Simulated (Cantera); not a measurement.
**Equilibrium for carbon deposition, reforming and gasification: C2H5OH + H2 + N2 + NH3**

Feed: 1 mol C2H5OH, a varied amount of H2, 0.33 mol N2, 0.011 mol NH3, equilibrated at 24800 Torr.

Equilibrium computed with Cantera from the NASA thermochemical tables; the gas is ideal and each condensed phase is pure. Candidate condensed phases: C, C6H6, C7H8, C8H18, H2O; 136 gas species. The ideal-gas law is rough above about 30 bar. The numbers say what is thermodynamically allowed, not how fast it happens.

### Question
Map the stable condensed phases over T = 1373, 1398, 1423, 1448, 1473, 1498, 1523, 1548, 1573 K and n(H2) in mol = 3.1, 4.1, 5.4, 7.2, 9.6, 13, 17, 23, 30, 40, 54, 71.

### Answer
```
T in K \ n(H2) in mol
         3.1 4.1 5.4 7.2 9.6  13  17  23  30  40  54  71
   1573    A   A   A   A   A   A   A   B   B   B   B   B
   1548    A   A   A   A   A   A   B   B   B   B   B   B
   1523    A   A   A   A   A   A   B   B   B   B   B   B
   1498    A   A   A   A   A   A   B   B   B   B   B   B
   1473    A   A   A   A   A   B   B   B   B   B   B   B
   1448    A   A   A   A   A   B   B   B   B   B   B   B
   1423    A   A   A   A   A   B   B   B   B   B   B   B
   1398    A   A   A   A   B   B   B   B   B   B   B   B
   1373    A   A   A   A   B   B   B   B   B   B   B   B
```
A: C; B: gas only.
